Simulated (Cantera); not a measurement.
Input (Python, Cantera) and output of one run.

```python
import numpy as np
import cantera as ct

gas_names = """
    F FO FO2 F2 F2O Mg MgF MgF2 MgO Mg2 Mg2F4 O O2 O3
""".split()
cond_names = """
    Mg(cr) Mg(L) MgF2(s) MgF2(L) MgO(s) MgO(L)
""".split()


# ... load() reads the species with a 1 bar reference pressure and builds the phases ...
atoms = {
    'MgO': {'Mg': 1, 'O': 1},
    'F2': {'F': 2},
}
top_T = {}  # K; cautious upper limits of use, not melting points


# ... equilibrate(T, P, feed) seeds the gas with the atoms and calls Mixture.equilibrate('TP', solver="vcs", rtol=1e-11, max_steps=5000) ...
results = []
feed = {'MgO': 1, 'F2': 2.8}  # mol
P = 650  # Pa
for T in [1448, 1473, 1498, 1523, 1548, 1573, 1598, 1623, 1648, 1673, 1698, 1723]:
    mix = equilibrate(T, P, feed)
    results.append((T, P, feed, dict(zip(mix.species_names, mix.species_moles))))
    x = sorted(zip(gas.X, gas.species_names), reverse=True)
    print(f"T = {T:g} K  P = {P:g} Pa  gas = {mix.phase_moles(0):.4g} mol")
    print("   x: " + "  ".join(f"{s} {v:.3e}" for v, s in x if v > 1e-06))
    print("   condensed (mol): " + ("  ".join(f"{mix.phase(i).name} {mix.phase_moles(i):.4g}"
          for i in range(1, mix.n_phases) if mix.phase_moles(i) > 1e-12) or "none"))
```

Result:

```
T = 1448 K  P = 650 Pa  gas = 4.108 mol
   x: F 8.743e-01  O2 1.217e-01  MgF2 2.917e-03  F2 1.081e-03  O 8.441e-06  FO 6.732e-06
   condensed (mol): MgF2(s) 0.988
T = 1473 K  P = 650 Pa  gas = 4.117 mol
   x: F 8.728e-01  O2 1.214e-01  MgF2 4.925e-03  F2 8.514e-04  O 1.206e-05  FO 6.964e-06  Mg2F4 1.057e-06
   condensed (mol): MgF2(s) 0.9797
T = 1498 K  P = 650 Pa  gas = 4.131 mol
   x: F 8.701e-01  O2 1.210e-01  MgF2 8.166e-03  F2 6.740e-04  O 1.703e-05  FO 7.181e-06  Mg2F4 2.077e-06
   condensed (mol): MgF2(s) 0.9662
T = 1523 K  P = 650 Pa  gas = 4.153 mol
   x: F 8.657e-01  O2 1.204e-01  MgF2 1.330e-02  F2 5.354e-04  O 2.374e-05  FO 7.374e-06  Mg2F4 3.991e-06
   condensed (mol): MgF2(s) 0.9447
T = 1548 K  P = 650 Pa  gas = 4.184 mol
   x: F 8.595e-01  O2 1.195e-01  MgF2 2.057e-02  F2 4.264e-04  O 3.271e-05  FO 7.539e-06  Mg2F4 6.981e-06
   condensed (mol): MgF2(L) 0.9139
T = 1573 K  P = 650 Pa  gas = 4.226 mol
   x: F 8.511e-01  O2 1.183e-01  MgF2 3.017e-02  F2 3.401e-04  O 4.456e-05  Mg2F4 1.110e-05  FO 7.670e-06
   condensed (mol): MgF2(L) 0.8724
T = 1598 K  P = 650 Pa  gas = 4.286 mol
   x: F 8.394e-01  O2 1.166e-01  MgF2 4.367e-02  F2 2.708e-04  O 5.998e-05  Mg2F4 1.737e-05  FO 7.746e-06
   condensed (mol): MgF2(L) 0.8127
T = 1623 K  P = 650 Pa  gas = 4.372 mol
   x: F 8.229e-01  O2 1.143e-01  MgF2 6.243e-02  F2 2.143e-04  O 7.976e-05  Mg2F4 2.675e-05  FO 7.747e-06
   condensed (mol): MgF2(L) 0.7268
T = 1648 K  P = 650 Pa  gas = 4.496 mol
   x: F 8.003e-01  O2 1.111e-01  MgF2 8.819e-02  F2 1.679e-04  O 1.047e-04  Mg2F4 4.061e-05  FO 7.648e-06
   condensed (mol): MgF2(L) 0.6031
T = 1673 K  P = 650 Pa  gas = 4.676 mol
   x: F 7.696e-01  MgF2 1.232e-01  O2 1.069e-01  O 1.355e-04  F2 1.294e-04  Mg2F4 6.078e-05  FO 7.416e-06
   condensed (mol): MgF2(L) 0.4234
T = 1698 K  P = 650 Pa  gas = 4.941 mol
   x: F 7.283e-01  MgF2 1.702e-01  O2 1.011e-01  O 1.726e-04  F2 9.701e-05  Mg2F4 8.976e-05  FO 7.015e-06
   condensed (mol): MgF2(L) 0.1581
T = 1723 K  P = 650 Pa  gas = 5.1 mol
   x: F 7.058e-01  MgF2 1.959e-01  O2 9.793e-02  O 2.207e-04  Mg2F4 9.273e-05  F2 7.667e-05  FO 6.869e-06
   condensed (mol): none
```

Cantera equilibrium calculation (NASA polynomials, part measured and part estimated; ideal gas, pure solids and liquids).
